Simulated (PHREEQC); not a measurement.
A solution holds 0.0015 mol/kgw HCl, 0.0198 mol/kgw Li2SO4 and 0.0072 mol/kgw MgSO4, at 4.7 °C. Closed to the air; pH follows from the charge balance.

Equilibrium calculation in PHREEQC: ion-association model, phreeqc.dat.

This is a speciation only: nothing precipitates in the calculation.

Predict the pH, ionic strength, specific conductance.

pH 3.11; ionic strength 0.0752 mol/kgw; specific conductance 2680 µS/cm.

In which forms is Li present?

Li+ 96 %, LiSO4- 4.0 % of the Li.

Away from 25 °C the constants follow the database's enthalpies or fits; those with neither stay at their 25 °C values.
